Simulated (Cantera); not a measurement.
Gas activation for diamond growth

A perfectly stirred reactor is fed with CH₄ : H₂ : O₂ : H₂O = 0.0074 : 1 : 0.0015 : 0.0027 (molar parts), equivalence ratio 340, at 1330 Pa; it is held at 2400 K, and followed from long to short residence time.

Detailed kinetics in Cantera: GRI-Mech 3.0 (53 species, 325 reactions). Radical loss at walls, strong at low pressure, is not modelled.

| τ (s) | x CH₄ | x H₂ | x O₂ | x C₂H | x HO₂ |
|---|---|---|---|---|---|
| 5.8 | 6.90e-6 | 0.876 | 7.53e-9 | 6.12e-6 | <1e-12 |
| 2.5 | 1.36e-5 | 0.889 | 1.97e-8 | 5.74e-6 | 1.57e-12 |
| 1.1 | 3.25e-5 | 0.909 | 5.63e-8 | 5.31e-6 | 5.62e-12 |
| 0.46 | 9.43e-5 | 0.932 | 1.88e-7 | 5.12e-6 | 2.59e-11 |
| 0.20 | 0.000239 | 0.947 | 5.86e-7 | 5.13e-6 | 1.07e-10 |
| 0.086 | 0.000536 | 0.956 | 1.77e-6 | 4.81e-6 | 4.09e-10 |
| 0.037 | 0.00110 | 0.963 | 5.16e-6 | 3.89e-6 | 1.46e-9 |
| 0.016 | 0.00208 | 0.967 | 1.48e-5 | 2.56e-6 | 5.06e-9 |
| 0.0068 | 0.00357 | 0.971 | 4.46e-5 | 1.17e-6 | 1.87e-8 |
| 0.0029 | 0.00521 | 0.976 | 0.000141 | 2.77e-7 | 7.81e-8 |
| 0.0013 | 0.00626 | 0.981 | 0.000416 | 3.11e-8 | 3.23e-7 |
x: mole fraction; the columns are a selection and need not sum to one.
